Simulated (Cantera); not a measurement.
Charge: 1 mol PbO, 4 mol H₂, equilibrated at 1325 K and 0.860 bar.

Cantera equilibrium calculation (NASA polynomials, part measured and part estimated; ideal gas, pure solids and liquids). Candidate condensed phases: H₂O, Pb, PbO, PbO₂, Pb₃O₄; 12 gas species. Equilibrium is a limit: real reactors are often held back by kinetics, nucleation or transport.

Base state: H₂ 0.747, H₂O 0.249, Pb 0.00419 (mole fractions); condensed: Pb(l).

Problem. What changes in the equilibrium state with this change: temperature from 1325 K to 1498.15 K?

Solution. 
| species | before | after |
|---|---|---|
| H₂ | 0.747 | 0.729 |
| H₂O | 0.249 | 0.243 |
| Pb | 0.00419 | 0.0280 |
| Pb₂ | 4.93e-7 | 1.16e-5 |
| H | 1.52e-6 | 1.58e-5 |
| Pb(l), mol | 0.983 | 0.884 |

Problem. What changes in the equilibrium state with this change: temperature from 1325 K to 1448.15 K?

Solution. 
```csv
species,before,after
H₂,0.747,0.737
H₂O,0.249,0.246
Pb,0.00419,0.0170
"Pb(l), mol",0.983,0.931
```
